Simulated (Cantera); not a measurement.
A Cantera script and its output.

```python
import numpy as np
import cantera as ct

gas = ct.Solution("h2o2.yaml")
gas.TPX = 625, 101325, {'H2': 1, 'O2': 0.455, 'N2': 1.55}
flame = ct.FreeFlame(gas, width=0.04)
flame.set_refine_criteria(ratio=3, slope=0.08, curve=0.16)
flame.transport_model = "mixture-averaged"
flame.solve(loglevel=0, auto=True)
z, T = flame.grid, flame.T
thick = (T[-1] - T[0]) / np.gradient(T, z).max()
show = ['H2', 'O2', 'HO2', 'H2O2', 'OH', 'H']
print(f"laminar burning velocity  {flame.velocity[0] * 100:.3f} cm/s")
print(f"burnt temperature         {T[-1]:.1f} K")
print(f"thermal thickness         {thick * 1e3:.4f} mm")
print(f"grid points               {len(z)}")
z0 = z[flame.heat_release_rate.argmax()]
print(f"{'z/mm':>9s}{'T/K':>9s}{'u/(m/s)':>9s}" + "".join(f"{s:>11s}" for s in show))
rows = []
for k in (-3, -2, -1.5, -1, -0.5, -0.25, 0, 0.25, 0.5, 1, 2, 4, 8):
    zz = z0 + k * thick
    rows.append([k * thick, np.interp(zz, z, T), np.interp(zz, z, flame.velocity),
                 *(np.interp(zz, z, flame.X[gas.species_index(s)]) for s in show)])
    print(f"{rows[-1][0] * 1e3:9.3f}{rows[-1][1]:9.1f}{rows[-1][2]:9.3f}" + "".join(f"{x:11.3e}" for x in rows[-1][3:]))
```

Result:

```
laminar burning velocity  922.293 cm/s
burnt temperature         2616.3 K
thermal thickness         0.4586 mm
grid points               134
     z/mm      T/K  u/(m/s)         H2         O2        HO2       H2O2         OH          H
   -1.376    625.0    9.223  3.328e-01  1.514e-01  1.503e-13  3.557e-16  5.468e-19  3.865e-17
   -0.917    625.0    9.223  3.328e-01  1.514e-01  9.392e-12  1.695e-15  5.389e-16  8.837e-14
   -0.688    625.0    9.223  3.328e-01  1.514e-01  1.036e-09  1.771e-13  1.025e-13  2.976e-11
   -0.459    625.0    9.223  3.328e-01  1.514e-01  2.819e-07  1.229e-10  8.909e-11  3.337e-08
   -0.229    635.1    9.346  3.303e-01  1.515e-01  2.025e-04  1.813e-06  3.839e-05  1.665e-04
   -0.115    823.9   11.877  2.994e-01  1.470e-01  2.014e-04  1.130e-05  8.279e-04  7.292e-03
    0.000   1287.8   17.905  1.756e-01  1.003e-01  8.641e-05  5.032e-06  4.914e-03  5.006e-02
    0.115   1610.8   22.077  8.052e-02  3.960e-02  3.150e-05  2.681e-06  1.264e-02  7.583e-02
    0.229   1759.8   23.921  6.629e-02  2.635e-02  1.863e-05  1.590e-06  1.639e-02  7.057e-02
    0.459   1922.8   25.851  6.565e-02  2.172e-02  1.286e-05  8.555e-07  1.928e-02  5.700e-02
    0.917   2093.1   27.787  6.473e-02  1.799e-02  8.798e-06  4.873e-07  2.103e-02  4.284e-02
    1.834   2260.8   29.624  6.160e-02  1.413e-02  5.802e-06  3.166e-07  2.126e-02  3.017e-02
    3.668   2411.5   31.216  5.674e-02  1.044e-02  3.902e-06  2.431e-07  1.981e-02  2.011e-02
```

Model: the H2/O2 subset of GRI-Mech 3.0, which has no nitrogen chemistry, integrated in Cantera. Burning velocities carry a grid error of a few per cent, more on coarse grids.
